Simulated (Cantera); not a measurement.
Input (Python, Cantera) and output of one run.

```python
import numpy as np
import cantera as ct

gas_names = [...]  # 113 gases of nasa_gas.yaml made of C, H, O, Ta
cond_names = """
    C(gr) C6H6(L) C7H8(L) C8H18(L),n-octa H2O(s) H2O(L) Ta(cr) Ta(L) TaC(s) TaC(L) Ta2O5(s) Ta2O5(L)
""".split()


# ... load() reads the species with a 1 bar reference pressure and builds the phases ...
atoms = {
    'Ta2O5': {'Ta': 2, 'O': 5},
    'CH4': {'C': 1, 'H': 4},
    'CO': {'C': 1, 'O': 1},
}
top_T = {'C(gr)': 4500}  # K; cautious upper limits of use, not melting points


# ... equilibrate(T, P, feed) seeds the gas with the atoms and calls Mixture.equilibrate('TP', solver="vcs", rtol=1e-11, max_steps=5000) ...
results = []
T = 873.15  # K
P = 60000  # Pa
for m in [0.12, 0.21, 0.3, 0.38, 0.47, 0.56, 0.64, 0.73, 0.82, 0.9]:
    feed = {'Ta2O5': 1, 'CH4': 2.6, 'CO': m}  # mol
    mix = equilibrate(T, P, feed)
    results.append((T, P, feed, dict(zip(mix.species_names, mix.species_moles))))

top = {s: max(r[3][s] / sum(r[3][g] for g in gas_names) for r in results) for s in gas_names}
cols = sorted((s for s in top if top[s] > 0.0001), key=lambda s: -top[s])[:9]
seen = [c for c in cond_names if any(r[3].get(c, 0) > 1e-12 for r in results)]
print("log10 of partial pressures in bar; condensed amounts in mol")
print(f"{'n(CO)':>10s}" + "".join(f"{s[:9]:>10s}" for s in cols + seen))
for T, P, feed, n in results:
    ng = sum(n[g] for g in gas_names)
    print(f"{feed['CO']:10.4g}" + "".join(f"{np.log10(max(n[s] / ng * P / 1e5, 1e-99)):10.3f}" for s in cols)
          + "".join(f"{n.get(c, 0):10.4g}" for c in seen))
```

It prints:

```
log10 of partial pressures in bar; condensed amounts in mol
     n(CO)        H2       CH4       H2O        CO       CO2     C(gr)  Ta2O5(s)
      0.12    -0.318    -0.985    -1.982    -2.292    -3.530     1.909         1
      0.21    -0.325    -0.999    -1.758    -2.060    -3.067     1.984         1
       0.3    -0.332    -1.013    -1.621    -1.916    -2.778     2.057         1
      0.38    -0.338    -1.026    -1.533    -1.822    -2.592      2.12         1
      0.47    -0.345    -1.039    -1.458    -1.740    -2.427      2.19         1
      0.56    -0.352    -1.052    -1.398    -1.674    -2.294     2.257         1
      0.64    -0.357    -1.063    -1.354    -1.624    -2.195     2.317         1
      0.73    -0.364    -1.076    -1.312    -1.576    -2.099     2.382         1
      0.82    -0.370    -1.089    -1.277    -1.534    -2.016     2.446         1
       0.9    -0.375    -1.099    -1.250    -1.502    -1.950     2.502         1
```

Equilibrium computed with Cantera from the NASA thermochemical tables; the gas is ideal and each condensed phase is pure.
